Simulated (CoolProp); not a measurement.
C2F6 (R116) along the isobar 1190 kPa: density (kg/m³) from the reference equation and from simpler models built on Tc = 293.0 K, pc = 3048 kPa, ω = 0.257; each cubic takes its own stable root.

The numbers come from the reference Helmholtz-energy equation of state, Lemmon 2006 in CoolProp. It is a short technical equation, of lower accuracy than the large ones.

```tsv
T (K)	phase	reference
264.8	gas	96.39
282.6	gas	84.17
300.4	gas	75.75
318.2	gas	69.35
336	gas	64.22
353.8	gas	59.96
371.6	gas	56.34
389.4	gas	53.20
407.2	gas	50.44
425	gas	48.00
```

**Question.** How far does each simpler model (Soave-Redlich-Kwong, Peng-Robinson) lie from the reference over these 10 states: mean and median of the absolute difference, and the worst?

**Answer.** 
- Soave-Redlich-Kwong: mean 0.2 %, median 0.1 %, worst -0.5 % at 264.8 K and 1190 kPa
- Peng-Robinson: mean 1.3 %, median 1.3 %, worst +1.8 % at 282.6 K and 1190 kPa
